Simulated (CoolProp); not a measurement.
Model: reference Helmholtz-energy equation of state, Beckmüller 2019, in CoolProp.

Q: For n-octane, give the phase and the speed of sound (m/s), expansivity (1/kK) at 237.3 K and 0.108 MPa.

A: 
- 237.3 K and 0.108 MPa: liquid; speed of sound 1440, expansivity 1.05
